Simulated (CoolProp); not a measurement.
Vapour pressure (MPa) of methane: the reference equation beside estimates from Tc = 190.6 K, pc = 4.599 MPa, ω = 0.011. Clausius-Clapeyron is anchored at 102.8 K with a constant enthalpy of vaporisation of 8.439 kJ/mol.

The numbers come from the reference Helmholtz-energy equation of state, Setzmann 1991 in CoolProp.

```tsv
T (K)	reference	Lee-Kesler	Clausius-Clapeyron	van der Waals	Redlich-Kwong	Soave-Redlich-Kwong	Peng-Robinson
98.7	0.02996	0.02910	0.03028	0.1616	0.01671	0.02830	0.03029
102.8	0.04564	0.04453	0.04564	0.2101	0.02805	0.04356	0.04607
106.9	0.06716	0.06583	0.06665	0.2679	0.04479	0.06469	0.06773
111.1	0.09668	0.09519	0.09543	0.3378	0.06919	0.09389	0.09740
115.2	0.1343	0.1327	0.1321	0.4172	0.1019	0.1313	0.1352
119.3	0.1821	0.1807	0.1788	0.5084	0.1451	0.1792	0.1833
123.5	0.2435	0.2423	0.2388	0.6148	0.2025	0.2409	0.2449
127.6	0.3172	0.3164	0.3110	0.7322	0.2733	0.3153	0.3190
131.7	0.4062	0.4060	0.3984	0.8635	0.3607	0.4055	0.4086
135.9	0.5154	0.5157	0.5055	1.013	0.4696	0.5163	0.5183
140	0.6412	0.6422	0.6291	1.174	0.5969	0.6444	0.6450
144.1	0.7880	0.7896	0.7732	1.352	0.7470	0.7940	0.7930
148.2	0.9577	0.9597	0.9396	1.545	0.9218	0.9672	0.9641
152.4	1.157	1.160	1.135	1.760	1.128	1.171	1.166
```

Absolute difference from the reference over all 14 rows, mean and median: Lee-Kesler 0.9 and 0.4 %, Clausius-Clapeyron 1.6 and 1.9 %, van der Waals 178.5 and 141.7 %, Redlich-Kwong 18.4 and 15.3 %, Soave-Redlich-Kwong 1.9 and 1.1 %, Peng-Robinson 0.7 and 0.7 %.
